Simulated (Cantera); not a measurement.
Charge: 1 mol Si, 6 mol F₂, 1.3 mol N₂, equilibrated at 1373 K and 4300 Pa.

These are equilibrium values from Cantera (NASA tables, ideal gas, pure condensed phases), not measurements of a reactor. Candidate condensed phases: Si, Si₃N₄; 16 gas species. Rates play no part.

**Question.** What is the equilibrium state?

**Answer.** x(F): 0.763
x(N₂): 0.128
x(SiF₄): 0.0982
x(F₂): 0.0116
gas amount: 10.18 mol
log10 activity of Si(s) (absent): -49.70
